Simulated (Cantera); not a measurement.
A Cantera script and what it prints.

```python
import numpy as np
import cantera as ct

gas_names = [...]  # 114 gases of nasa_gas.yaml made of C, Fe, H, O
cond_names = """
    C(gr) C6H6(L) C7H8(L) C8H18(L),n-octa Fe(a) Fe(c) Fe(d) Fe(L) FeC5O5(L) FeO(s) FeO(L) Fe(OH)2(s)
    Fe(OH)3(s) Fe2O3(s) Fe3O4(s) H2O(s) H2O(L)
""".split()


# ... load() reads the species with a 1 bar reference pressure and builds the phases ...
atoms = {
    'Fe3O4': {'Fe': 3, 'O': 4},
    'C': {'C': 1},
    'H2': {'H': 2},
}
top_T = {'C(gr)': 4500, 'Fe2O3(s)': 1830, 'Fe3O4(s)': 1870}  # K; cautious upper limits of use, not melting points


# ... equilibrate(T, P, feed) seeds the gas with the atoms and calls Mixture.equilibrate('TP', solver="vcs", rtol=1e-11, max_steps=5000) ...
results = []
feed = {'Fe3O4': 1, 'C': 1, 'H2': 1.2}  # mol
P = 24  # Pa
for T in [2025, 2050, 2075, 2100, 2125, 2150, 2175, 2200, 2225, 2250, 2275, 2300, 2325, 2350]:
    mix = equilibrate(T, P, feed)
    results.append((T, P, feed, dict(zip(mix.species_names, mix.species_moles))))

top = {s: max(r[3][s] / sum(r[3][g] for g in gas_names) for r in results) for s in gas_names}
cols = sorted((s for s in top if top[s] > 1e-06), key=lambda s: -top[s])[:5]
seen = [c for c in cond_names if any(r[3].get(c, 0) > 1e-12 for r in results)]
print("log10 of partial pressures in bar; condensed amounts in mol")
print(f"{'T/K':>10s}" + "".join(f"{s[:9]:>10s}" for s in cols + seen))
for T, P, feed, n in results:
    ng = sum(n[g] for g in gas_names)
    print(f"{T:10.4g}" + "".join(f"{np.log10(max(n[s] / ng * P / 1e5, 1e-99)):10.3f}" for s in cols)
          + "".join(f"{n.get(c, 0):10.4g}" for c in seen))
```

It prints:

```
log10 of partial pressures in bar; condensed amounts in mol
       T/K        Fe       H2O        CO         H         O    FeO(L)
      2025    -4.080    -4.269    -4.381    -5.068    -6.115     1.665
      2050    -4.059    -4.278    -4.442    -5.049    -5.859     1.482
      2075    -4.036    -4.304    -4.517    -5.039    -5.610     1.221
      2100    -4.011    -4.360    -4.616    -5.043    -5.371     0.775
      2125    -3.983    -4.461    -4.735    -5.056    -5.164         0
      2150    -3.986    -4.492    -4.706    -4.976    -5.081         0
      2175    -3.989    -4.528    -4.681    -4.899    -5.001         0
      2200    -3.993    -4.568    -4.659    -4.826    -4.924         0
      2225    -3.997    -4.614    -4.640    -4.757    -4.852         0
      2250    -4.003    -4.666    -4.624    -4.692    -4.783         0
      2275    -4.009    -4.725    -4.611    -4.631    -4.718         0
      2300    -4.016    -4.791    -4.600    -4.575    -4.657         0
      2325    -4.023    -4.866    -4.592    -4.523    -4.599         0
      2350    -4.031    -4.949    -4.586    -4.477    -4.545         0
```

Equilibrium computed with Cantera from the NASA thermochemical tables; the gas is ideal and each condensed phase is pure. The tables' stoichiometric FeO is somewhat more stable than real wüstite, so its field is too wide. FeO: taken at fixed stoichiometry.
